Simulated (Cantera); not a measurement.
Adiabatic ignition

An adiabatic, constant-pressure homogeneous reactor starts with CO : H2 : O2 : N2 = 1 : 0.16 : 0.763 : 8.39 (molar parts), at 1423 K and 940000 Pa.

Cantera simulation using GRI-Mech 3.0 (53 species, 325 reactions); the numbers are that mechanism's predictions, not measurements. The hydrogen kinetics of GRI-Mech 3.0 are dated; newer H2 mechanisms differ, most at raised pressure.

```
t (s)     T (K)     x CO      x H2    x O2       x H      x NO      x OH
--------  -----  -------  --------  ------  --------  --------  --------
8.00e-6    1434   0.0961    0.0135  0.0723  0.000521   1.12e-8  0.000365
2.83e-5    1918   0.0403  0.000821  0.0362   0.00197   2.58e-5   0.00250
0.000100   2176   0.0119  0.000324  0.0238  0.000290   9.08e-5   0.00179
0.000355   2245  0.00405  0.000111  0.0203   5.01e-5  0.000158   0.00105
0.00126    2260  0.00219   6.33e-5  0.0195   2.10e-5  0.000256  0.000805
0.00445    2260  0.00214   6.20e-5  0.0193   2.03e-5  0.000537  0.000795
0.0158     2258  0.00213   6.20e-5  0.0189   2.01e-5   0.00139  0.000785
0.0558     2254  0.00213   6.20e-5  0.0180   1.97e-5   0.00312  0.000764
0.198      2252  0.00213   6.21e-5  0.0175   1.94e-5   0.00423  0.000751
0.700      2252  0.00213   6.21e-5  0.0175   1.94e-5   0.00428  0.000751
```
x: mole fraction; the columns are a selection and need not sum to one.

```json
{
  "time_of_steepest_temperature_rise": "10.5 µs",
  "temperature at 0.700 s": "2252 K",
  "equilibrium_temperature": "2252 K",
  "x(CO) at 0.700 s": "0.00213 (gas-phase equilibrium 0.00213)",
  "x(H2) at 0.700 s": "6.21e-5 (gas-phase equilibrium 6.21e-5)",
  "x(O2) at 0.700 s": "0.0175 (gas-phase equilibrium 0.0175)"
}
```
